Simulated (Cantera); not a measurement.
An isothermal, constant-pressure homogeneous reactor starts with NO : N₂ = 1 : 5.6 (molar parts), at 2025 K and 0.0132 atm.

Detailed kinetics in Cantera: GRI-Mech 3.0 (53 species, 325 reactions). Radical loss at walls, strong at low pressure, is not modelled.

Task: Predict: x(NO) at 8.00 s; x(N₂) at 8.00 s; x(O) at 8.00 s; x(NO₂) at 8.00 s; x(N₂O) at 8.00 s; x(O₂) at 8.00 s.

Result: 
| Quantity | Value |
|---|---|
| x(NO) at 8.00 s | 0.113 (gas-phase equilibrium 0.00521) |
| x(N₂) at 8.00 s | 0.867 (gas-phase equilibrium 0.921) |
| x(O) at 8.00 s | 0.00104 (gas-phase equilibrium 0.00189) |
| x(NO₂) at 8.00 s | 6.37e-6 (gas-phase equilibrium 5.83e-7) |
| x(N₂O) at 8.00 s | 4.38e-6 (gas-phase equilibrium 3.65e-8) |
| x(O₂) at 8.00 s | 0.0187 (gas-phase equilibrium 0.0721) |
